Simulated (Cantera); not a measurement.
Mixture: CO : H2 : CH4 : O2 : N2 = 1 : 0.065 : 0.094 : 1.26 : 3.29 (molar parts), equivalence ratio 0.57, at 413 Torr, adiabatic and at constant volume. Ignition delay is the time to a rise of 400 K.

Cantera simulation using GRI-Mech 3.0 (53 species, 325 reactions); the numbers are that mechanism's predictions, not measurements. Below about 1000 K GRI-Mech 3.0 lacks low-temperature oxidation paths. Where the delays flatten at high temperature, the 400 K rule measures the pace of heat release, not the induction time.

Q: What does this change do: CO 1 to 1.9 parts?

A: 
```
quantity           before     after
---------------  --------  --------
delay at 998 K    3.03 ms   2.37 ms
delay at 1098 K  0.862 ms  0.694 ms
delay at 1198 K  0.407 ms  0.342 ms
delay at 1298 K  0.246 ms  0.212 ms
delay at 1398 K  0.170 ms  0.149 ms
```

Q: What does this change do: 0.31 parts CO2 added?

A: 
```csv
quantity,before,after
delay at 998 K,3.03 ms,3.44 ms
delay at 1098 K,0.862 ms,0.957 ms
delay at 1198 K,0.407 ms,0.447 ms
delay at 1298 K,0.246 ms,0.272 ms
delay at 1398 K,0.170 ms,0.190 ms
```
